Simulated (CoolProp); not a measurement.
Saturation properties of ethylene.

Model: reference Helmholtz-energy equation of state, Smukala 2000, in CoolProp.

```
T (K)  p (bar)  liquid density (kg/m³)  vapour density (kg/m³)  liquid cp (kJ/(kg K))  surface tension (mN/m)
-----  -------  ----------------------  ----------------------  ---------------------  ----------------------
212.8    7.446                   499.6                   13.63                  2.625                    9.26
215.3    8.139                   495.2                   14.87                  2.649                    8.87
217.8      [?]                   490.7                   16.20                  2.675                    8.49
220.3    9.663                   486.1                   17.63                    [?]                    8.10
222.8      [?]                   481.4                   19.15                  2.735                    7.72
225.3    11.38                   476.7                     [?]                  2.768                    7.34
227.9    12.36                   471.6                   22.61                  2.806                    6.95
230.4    13.36                   466.6                   24.49                  2.846                    6.58
232.9    14.41                   461.4                   26.51                  2.891                    6.21
235.4    15.52                   456.2                     [?]                  2.939                    5.85
237.9    16.70                     [?]                   30.99                  2.993                    5.48
240.4      [?]                   445.2                     [?]                  3.053                    5.12
242.9    19.23                   439.5                   36.16                  3.120                    4.77
245.4    20.60                   433.5                   39.04                  3.196                    4.42
247.9    22.03                   427.4                   42.16                  3.281                    4.07
```

Q: Fill in the missing entries.

A: 
- 217.8, p (bar): 8.877
- 220.3, liquid cp (kJ/(kg K)): 2.704
- 222.8, p (bar): 10.50
- 225.3, vapour density (kg/m³): 20.79
- 235.4, vapour density (kg/m³): 28.67
- 237.9, liquid density (kg/m³): 450.8
- 240.4, p (bar): 17.93
- 240.4, vapour density (kg/m³): 33.48

It boils at 169.4 K under 1 atm.

Surface tension comes from a separate correlation (Mulero 2012).
